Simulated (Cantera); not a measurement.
An isothermal, constant-pressure homogeneous reactor starts with C2H6 : N2 = 0.44 : 3 (molar parts), at 1875 K and 1330 Pa.

Detailed kinetics in Cantera: GRI-Mech 3.0 (53 species, 325 reactions). GRI-Mech 3.0 stops at C3 and has no aromatics, soot or wall deposition, so with more carbon than oxygen in the feed, carbon stays in small species such as C2H2 where larger ones or solid carbon would form. Radical loss at walls, strong at low pressure, is not modelled.

x: mole fraction; the columns are a selection and need not sum to one.

| t (s) | x C2H6 | x H2 | x CH4 | x CH2 | x HCN | x C2H | x C2H2 |
|---|---|---|---|---|---|---|---|
| 5.00e-5 | 0.0950 | 0.00385 | 0.00228 | (withheld) | 8.95e-8 | 3.17e-9 | 1.37e-5 |
| 0.000182 | 0.0239 | 0.0435 | 0.0173 | (withheld) | 4.63e-6 | 4.55e-6 | 0.00543 |
| 0.000660 | 0.000195 | 0.125 | 0.0320 | (withheld) | 1.89e-5 | 1.92e-5 | 0.0585 |
| 0.00240 | 1.99e-5 | 0.160 | 0.0272 | (withheld) | 2.39e-5 | 9.44e-6 | 0.0846 |
| 0.00871 | 5.30e-6 | 0.173 | 0.0213 | (withheld) | 2.62e-5 | 5.83e-6 | 0.0917 |
| 0.0316 | 1.79e-6 | 0.184 | 0.0141 | (withheld) | 2.88e-5 | 5.03e-6 | 0.0954 |
| 0.115 | 3.97e-7 | 0.195 | 0.00569 | (withheld) | 3.52e-5 | 6.32e-6 | 0.0992 |
| 0.417 | 2.05e-8 | 0.201 | 0.000920 | (withheld) | 5.60e-5 | 1.03e-5 | 0.101 |
| 1.52 | 2.99e-10 | 0.202 | 8.74e-5 | (withheld) | 9.71e-5 | 1.49e-5 | 0.102 |
| 5.51 | 1.03e-11 | 0.202 | 1.40e-5 | (withheld) | 0.000126 | 1.53e-5 | 0.102 |
| 20.0 | 4.71e-12 | 0.202 | 7.61e-6 | (withheld) | 0.000154 | 1.53e-5 | 0.102 |

### Question
Some entries are withheld; supply them.

### Answer

- 5.00e-5, x CH2: 0.000107
- 0.000182, x CH2: 0.000301
- 0.000660, x CH2: 0.000125
- 0.00240, x CH2: 2.83e-5
- 0.00871, x CH2: 9.98e-6
- 0.0316, x CH2: 5.31e-6
- 0.115, x CH2: 3.48e-6
- 0.417, x CH2: 1.56e-6
- 1.52, x CH2: 3.18e-7
- 5.51, x CH2: 5.40e-8
- 20.0, x CH2: 2.93e-8
